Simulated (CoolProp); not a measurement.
Properties of R115 along the isobar 8.22 bar (Tc = 353.1 K, pc = 31.29 bar, ω = 0.248).

The numbers come from the reference Helmholtz-energy equation of state, Lemmon 2016 in CoolProp.

```
T (K)  phase  density (kg/m³)  isothermal compressibility (1/MPa)  expansivity (1/kK)  fugacity coefficient
-----  -----  ---------------  ----------------------------------  ------------------  --------------------
296.8    gas                ?                               1.573               6.832                0.8481
309      gas            58.50                               1.487               5.709                0.8675
321.2    gas            54.82                               1.433               4.991                0.8836
333.4    gas            51.75                               1.394               4.482                0.8971
345.6    gas            49.11                               1.366               4.097                0.9087
357.8    gas            46.81                                   ?               3.791                0.9186
370      gas            44.76                               1.326               3.540                0.9272
382.2    gas                ?                               1.312               3.329                0.9348
394.4    gas                ?                               1.300               3.148                0.9414
406.6    gas            39.75                               1.290               2.990                0.9472
418.8    gas            38.36                               1.282               2.851                0.9524
431.1    gas            37.07                               1.274               2.726                0.9571
443.3    gas            35.88                               1.268               2.615                0.9612
455.5    gas            34.78                               1.262               2.514                0.9649
467.7    gas            33.74                               1.258               2.423                0.9683
479.9    gas            32.78                               1.253               2.339                0.9713
```

### Question
Complete the blanks.

### Answer

- 296.8, density (kg/m³): 63.11
- 357.8, isothermal compressibility (1/MPa): 1.344
- 382.2, density (kg/m³): 42.93
- 394.4, density (kg/m³): 41.27
